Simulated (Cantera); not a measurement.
What does this Cantera script print?

```python
import numpy as np
import cantera as ct

gas_names = [...]  # 113 gases of nasa_gas.yaml made of C, H, O, Pb
cond_names = """
    C(gr) C6H6(L) C7H8(L) C8H18(L),n-octa H2O(s) H2O(L) Pb(cr) Pb(L) PbO(rd) PbO(yw) PbO(L) PbO2(s)
    Pb3O4(s)
""".split()


# ... load() reads the species with a 1 bar reference pressure and builds the phases ...
atoms = {
    'Pb': {'Pb': 1},
    'H2O': {'H': 2, 'O': 1},
    'CO': {'C': 1, 'O': 1},
}
top_T = {'C(gr)': 4500, 'Pb3O4(s)': 820}  # K; cautious upper limits of use, not melting points


# ... equilibrate(T, P, feed) seeds the gas with the atoms and calls Mixture.equilibrate('TP', solver="vcs", rtol=1e-11, max_steps=5000) ...
results = []
feed = {'Pb': 1, 'H2O': 0.32, 'CO': 8.2}  # mol
T = 1098.15  # K
P = 1000  # Pa
mix = equilibrate(T, P, feed)
results.append((T, P, feed, dict(zip(mix.species_names, mix.species_moles))))
x = sorted(zip(gas.X, gas.species_names), reverse=True)
print(f"T = {T:g} K  P = {P:g} Pa  gas = {mix.phase_moles(0):.4g} mol")
print("   x: " + "  ".join(f"{s} {v:.3e}" for v, s in x if v > 0.0001))
print("   condensed (mol): " + ("  ".join(f"{mix.phase(i).name} {mix.phase_moles(i):.4g}"
      for i in range(1, mix.n_phases) if mix.phase_moles(i) > 1e-12) or "none"))
```

Output:

```
T = 1098.15 K  P = 1000 Pa  gas = 8.621 mol
   x: CO 9.155e-01  CO2 3.572e-02  H2 3.572e-02  Pb 1.171e-02  H2O 1.403e-03
   condensed (mol): Pb(L) 0.899
```

Cantera equilibrium calculation (NASA polynomials, part measured and part estimated; ideal gas, pure solids and liquids).
